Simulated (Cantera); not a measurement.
Charge: 1 mol Si2Cl6, 5.3 mol NH3, 19 mol N2, held at 1048 K and 0.240 bar.

Cantera equilibrium calculation (NASA polynomials, part measured and part estimated; ideal gas, pure solids and liquids). Candidate condensed phases: NH4Cl, Si, Si3N4; 28 gas species. The feed counts by its element totals alone. Rates play no part.

Base state: N2 0.655, H2 0.170, HCl 0.169, SiCl4 0.00579, SiHCl3 5.97e-5 (mole fractions); condensed: Si3N4(s).

**Question.** What changes in the equilibrium state with this change: temperature from 1048 K to 1198 K?

**Answer.** 
```csv
species,before,after
N2,0.655,0.654
HCl,0.169,0.174
H2,0.170,0.167
SiCl4,0.00579,0.00429
SiCl2,2.71e-7,1.32e-5
SiCl3,9.26e-6,7.99e-5
SiHCl3,5.97e-5,0.000111
"Si3N4(s), mol",0.606,0.620
```
The tables' values for SiCl3 are old estimates; treat these amounts as uncertain.
